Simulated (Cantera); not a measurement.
Input: 1 mol Pb, 3.8 mol CO, 0.22 mol N₂, at 6750 Torr.

These are equilibrium values from Cantera (NASA tables, ideal gas, pure condensed phases), not measurements of a reactor. Candidate condensed phases: C, Pb, PbO, PbO₂, Pb₃O₄; 27 gas species. Equilibrium is a limit: real reactors are often held back by kinetics, nucleation or transport.

Task: At 1025 K, list the 3 most abundant gas species with their mole fractions, and the condensed phases.

Result: CO₂ 0.511, CO 0.406, N₂ 0.0827. Condensed: C(graphite) + Pb(l).
